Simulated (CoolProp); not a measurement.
Properties of isobutane along the isobar 0.656 bar (Tc = 134.7 °C, pc = 36.29 bar, ω = 0.184).

Model: reference Helmholtz-energy equation of state, Bücker 2006, in CoolProp.

```
T (°C)  phase       Z  cv (kJ/(kg K))  speed of sound (m/s)  fugacity coefficient
------  -----  ------  --------------  --------------------  --------------------
-18.85    gas  0.9711           1.335                 196.1                0.9720
27.05     gas  0.9834           1.536                 213.7                0.9837
72.85     gas  0.9895           1.750                 229.4                0.9896
118.65    gas  0.9930           1.963                 243.8                0.9930
164.45    gas  0.9951           2.167                 257.2                0.9951
210.25    gas  0.9965           2.359                 270.0                0.9965
256.05    gas  0.9975           2.538                 282.2                0.9975
301.85    gas  0.9981           2.703                 293.8                0.9981
```
